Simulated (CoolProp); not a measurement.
Saturated liquid density (kg/m³) of ethanol: the reference equation beside estimates from Tc = 514.7 K, pc = 6268 kPa, ω = 0.644. Rackett uses Z = 0.29056 − 0.08775 ω.

Model: reference Helmholtz-energy equation of state, Schroeder 2014, in CoolProp.

```json
[
 {"T (K)": "387.6", "reference": "697.5", "Rackett": "763.4", "Redlich-Kwong": "524.8"},
 {"T (K)": "397.8", "reference": "684.9", "Rackett": "746.1", "Redlich-Kwong": "511.2"},
 {"T (K)": "407.9", "reference": "671.6", "Rackett": "728.2", "Redlich-Kwong": "497.0"},
 {"T (K)": "418.1", "reference": "657.0", "Rackett": "709.4", "Redlich-Kwong": "481.9"},
 {"T (K)": "428.2", "reference": "641.5", "Rackett": "689.8", "Redlich-Kwong": "466.1"},
 {"T (K)": "438.4", "reference": "624.6", "Rackett": "668.9", "Redlich-Kwong": "449.1"},
 {"T (K)": "448.6", "reference": "606.2", "Rackett": "646.7", "Redlich-Kwong": "431.0"},
 {"T (K)": "458.7", "reference": "586.6", "Rackett": "623.0", "Redlich-Kwong": "411.6"}
]
```

Absolute difference from the reference over all 8 rows, mean and median: Rackett 7.8 and 7.8 %, Redlich-Kwong 27.1 and 27.0 %.
